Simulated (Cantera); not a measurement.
Cantera run:

```python
import numpy as np
import cantera as ct

gas_names = """
    Cs CsO CsOH Cs2 Cs2O Cs2O2H2 H HO2 H2 H2O H2O2 O OH O2 O3
""".split()
cond_names = """
    Cs(cr) Cs(L) CsOH(a) CsOH(b) CsOH(c) CsOH(L) H2O(s) H2O(L)
""".split()


# ... load() reads the species with a 1 bar reference pressure and builds the phases ...
atoms = {
    'CsOH': {'Cs': 1, 'O': 1, 'H': 1},
    'O2': {'O': 2},
}
top_T = {}  # K; cautious upper limits of use, not melting points


# ... equilibrate(T, P, feed) seeds the gas with the atoms and calls Mixture.equilibrate('TP', solver="vcs", rtol=1e-11, max_steps=5000) ...
results = []
feed = {'CsOH': 1, 'O2': 0.78}  # mol
P = 1333.22  # Pa
for T in [1025, 1050, 1075, 1100, 1125, 1150, 1175, 1200, 1225, 1250, 1275]:
    mix = equilibrate(T, P, feed)
    results.append((T, P, feed, dict(zip(mix.species_names, mix.species_moles))))

top = {s: max(r[3][s] / sum(r[3][g] for g in gas_names) for r in results) for s in gas_names}
cols = sorted((s for s in top if top[s] > 0.0001), key=lambda s: -top[s])[:5]
seen = [c for c in cond_names if any(r[3].get(c, 0) > 1e-12 for r in results)]
print("log10 of partial pressures in bar; condensed amounts in mol")
print(f"{'T/K':>10s}" + "".join(f"{s[:9]:>10s}" for s in cols + seen))
for T, P, feed, n in results:
    ng = sum(n[g] for g in gas_names)
    print(f"{T:10.4g}" + "".join(f"{np.log10(max(n[s] / ng * P / 1e5, 1e-99)):10.3f}" for s in cols)
          + "".join(f"{n.get(c, 0):10.4g}" for c in seen))
```

Output:

```
log10 of partial pressures in bar; condensed amounts in mol
       T/K      CsOH        O2   Cs2O2H2        Cs       H2O
      1025    -2.141    -2.228    -3.743    -6.058    -6.334
      1050    -2.135    -2.230    -3.942    -5.882    -6.162
      1075    -2.132    -2.231    -4.136    -5.716    -5.999
      1100    -2.130    -2.232    -4.324    -5.559    -5.843
      1125    -2.128    -2.232    -4.504    -5.409    -5.696
      1150    -2.128    -2.233    -4.678    -5.267    -5.554
      1175    -2.127    -2.233    -4.845    -5.130    -5.419
      1200    -2.127    -2.233    -5.005    -5.000    -5.290
      1225    -2.127    -2.233    -5.159    -4.876    -5.166
      1250    -2.127    -2.233    -5.307    -4.756    -5.047
      1275    -2.128    -2.233    -5.449    -4.641    -4.933
```

Cantera equilibrium calculation (NASA polynomials, part measured and part estimated; ideal gas, pure solids and liquids).
